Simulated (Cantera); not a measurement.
A perfectly stirred reactor is fed with NH₃ : N₂ = 1 : 0.16 (molar parts), at 100.0 Torr; it is held at 1775 K, and followed from long to short residence time.

Detailed kinetics in Cantera: the gas-phase N/H chemistry of the illustrative SiF4/NH3 mechanism in the Surface Chemkin manual (1991). Walls and surfaces, which speed up NH3 decomposition in real reactors, are not modelled.

Question: What does this change do: temperature 1775 to 1698 K?

Answer: 
```json
[
 {"quantity": "x(NH₃) at τ = 8.20 s", "before": "0.194", "after": "0.366"},
 {"quantity": "x(NH) at τ = 8.20 s", "before": "1.85e-6", "after": "1.10e-6"},
 {"quantity": "x(N₂H₄) at τ = 8.20 s", "before": "9.48e-9", "after": "2.03e-8"},
 {"quantity": "x(N₂) at τ = 8.20 s", "before": "0.268", "after": "0.234"},
 {"quantity": "x(NH₂) at τ = 8.20 s", "before": "0.000139", "after": "0.000134"},
 {"quantity": "x(NH₃) at τ = 0.120 s", "before": "0.815", "after": "0.844"},
 {"quantity": "x(NH) at τ = 0.120 s", "before": "2.07e-6", "after": "9.11e-7"},
 {"quantity": "x(N₂H₄) at τ = 0.120 s", "before": "6.96e-8", "after": "6.69e-8"},
 {"quantity": "x(N₂) at τ = 0.120 s", "before": "0.147", "after": "0.141"},
 {"quantity": "x(NH₂) at τ = 0.120 s", "before": "0.000377", "after": "0.000243"}
]
```

Question: What does this change do: pressure from 100.0 Torr to 10.00 Torr?

Answer: 
```
quantity                  before     after
----------------------  --------  --------
x(NH₃) at τ = 8.20 s       0.194     0.459
x(NH) at τ = 8.20 s      1.85e-6   4.46e-6
x(N₂H₄) at τ = 8.20 s    9.48e-9   5.83e-9
x(N₂) at τ = 8.20 s        0.268     0.216
x(NH₂) at τ = 8.20 s    0.000139  0.000345
x(NH₃) at τ = 0.120 s      0.815     0.852
x(NH) at τ = 0.120 s     2.07e-6   2.58e-6
x(N₂H₄) at τ = 0.120 s   6.96e-8   1.43e-8
x(N₂) at τ = 0.120 s       0.147     0.140
x(NH₂) at τ = 0.120 s   0.000377  0.000541
```
